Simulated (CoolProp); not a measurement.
A Linde-Hampson liquefier for oxygen: isothermal reversible compression at 290 K from 1 atm to 10 MPa, throttling to 1 atm, return gas leaving the recuperator 0 K below the feed. Each further row changes one setting.

Computed with CoolProp (reference Helmholtz-energy equation of state, Schmidt 1985).

```
case                        liquid yield per pass  compression work (kJ/kg of gas)
--------------------------  ---------------------  -------------------------------
as stated                              (withheld)                              341
high pressure 20 MPa                   (withheld)                       (withheld)
warm-end temperature 320 K                  0.048                              379
warm-end gap 5 K                            0.052                              341
```

Task: Complete the blanks.

Result: 
- as stated, liquid yield per pass: 0.063
- high pressure 20 MPa, liquid yield per pass: 0.116
- high pressure 20 MPa, compression work (kJ/kg of gas): 390

Above 300 K oxygen's equation is extrapolated.
